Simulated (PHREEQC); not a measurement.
0.67 g of hydrous ferric oxide (600 m²/g; 0.2 weak and 0.005 strong sites per Fe, Dzombak-Morel constants, diffuse double layer) in 1 kg of water with 0.1 mol/kgw of an inert sodium salt and 0.0026 mmol/kgw NiCl2, at 25 °C; the pH is set by adding NaOH or the inert anion's acid. Oxygen is held at 0.21 atm. CO2 from the air is kept out. Precipitation was switched off in this run.

Base run: PHREEQC, ion-association model, wateq4f.dat. Each further column changes one thing. The table gives surface charge σ (C/m²).

```tsv
pH	base	background salt from 0.1 to 0.01 mol/kgw	oxide from 0.67 to 3.4 g/kgw	0.0075 mol/kgw Na2SO4 added
3	0.363	0.326	0.364	0.062
3.5	0.350	0.277	0.351	0.061
4.5	0.273	0.161	0.274	0.060
5	0.215	___	0.216	0.058
5.5	0.159	0.077	0.159	0.054
6.5	0.074	0.030	0.074	0.037
7	0.045	0.017	0.045	0.028
7.5	0.023	0.008	0.022	0.016
8.5	-0.014	___	-0.014	-0.015
9	-0.034	-0.013	-0.034	-0.037
9.5	-0.060	___	-0.060	-0.064
10.5	-0.137	-0.065	-0.137	-0.144
11	-0.190	___	-0.191	-0.198
```

Question: Some entries are withheld; supply them.

Answer: 
- 5, background salt from 0.1 to 0.01 mol/kgw: 0.114
- 8.5, background salt from 0.1 to 0.01 mol/kgw: -0.005
- 9.5, background salt from 0.1 to 0.01 mol/kgw: -0.024
- 11, background salt from 0.1 to 0.01 mol/kgw: -0.100

The oxide is taken as insoluble; below pH 4 it would dissolve.
